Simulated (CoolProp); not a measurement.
Properties of C3F8 (R218) along the isotherm 363 K (Tc = 345.0 K, pc = 2.640 MPa, ω = 0.317).

The numbers come from the reference Helmholtz-energy equation of state, Lemmon 2006 in CoolProp. It is a short technical equation, of lower accuracy than the large ones.

```tsv
p (MPa)	phase	cp (kJ/(kg K))	expansivity (1/kK)	Prandtl number
0.0209	gas	0.8821	2.776	0.750
0.0315	gas	0.8825	2.787	0.750
0.0475	gas	0.8831	2.803	0.751
0.0717	gas	0.8840	2.829	0.751
0.108	gas	0.8854	2.867	0.752
0.163	gas	0.8877	2.928	0.753
0.246	gas	0.8911	3.023	0.755
0.371	gas	0.8967	3.178	0.759
0.56	gas	0.9061	3.438	0.765
0.845	gas	0.9229	3.906	0.777
1.27	gas	0.9561	4.840	0.801
1.92	gas	1.041	7.264	0.865
2.9	supercritical	1.441	18.71	1.21
4.38	supercritical	1.799	20.96	2.90
6.6	supercritical	1.328	7.543	2.96
```

The peak of cp marks the crossing from liquid-like to gas-like fluid above the critical point.

Viscosity comes from a separate model (Huber 2003), an estimate that may be off by 10 % or more. Thermal conductivity comes from a separate model (Huber 2003), an estimate that may be off by 10 % or more.
